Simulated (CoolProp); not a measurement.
Vapour-liquid equilibrium of acetone (1) + n-decane (2) at 0.25 MPa; x and y are mole fractions of (1).

Values from CoolProp's multi-fluid Helmholtz-energy mixture model, Lemmon 2006 and Lemmon 2006; pair parameters Bell 2016.

Task: Give the bubble temperature and the first vapour's composition at x = 0.35, 0.5, 0.8. Is there an azeotrope?

Result: x = 0.35: 381.8 K, y = 0.955; x = 0.5: 373.1 K, y = 0.971; x = 0.8: 364.6 K, y = 0.986. No azeotrope shows between x = 0.05 and 0.95.

Pair parameters are fitted to limited data, so mixtures are less certain than the pure fluids.
